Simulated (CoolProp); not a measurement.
Saturation properties of nitrous oxide.

Model: reference Helmholtz-energy equation of state, Lemmon 2006, in CoolProp. It is a short technical equation, of lower accuracy than the large ones.

```tsv
T (K)	p (MPa)	liquid density (kg/m³)	vapour density (kg/m³)
247	?	1023	38.54
250.7	1.669	1008	43.30
254.3	1.859	993.3	48.41
258	2.071	977.6	54.20
261.6	2.293	961.9	60.42
265.3	2.538	945.1	67.48
268.9	2.795	928.1	75.09
272.6	3.078	?	83.79
276.2	3.373	891.2	93.24
279.9	?	871.0	?
283.5	?	850.1	116.1
```

Q: What belongs in the gaps?

A: 
- 247, p (MPa): 1.489
- 272.6, liquid density (kg/m³): 909.9
- 279.9, p (MPa): 3.698
- 279.9, vapour density (kg/m³): 104.1
- 283.5, p (MPa): 4.035

It boils at 184.7 K under 1 atm.
